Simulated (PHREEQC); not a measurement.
Solution (25 °C): 0.16 mol/kgw BaBr2. Closed to the air; pH follows from the charge balance.

Model: ion-association model, phreeqc.dat, run in PHREEQC.

```json
{
  "ionic_strength": "0.480 mol/kgw",
  "activity_of_water": "0.992",
  "specific_conductance": "27700 µS/cm",
  "density": "1.038 g/cm³"
}
```

| species | molality | activity | log γ |
|---|---|---|---|
| Br- | 0.320 | 0.197 | -0.210 |
| Ba+2 | 0.160 | 0.0345 | -0.666 |
| H+ | 1.51e-7 | 1.16e-7 | -0.116 |
| OH- | 1.37e-7 | 8.68e-8 | -0.197 |
| BaOH+ | 1.47e-8 | 1.00e-8 | -0.165 |

This is a speciation only: nothing precipitates in the calculation.
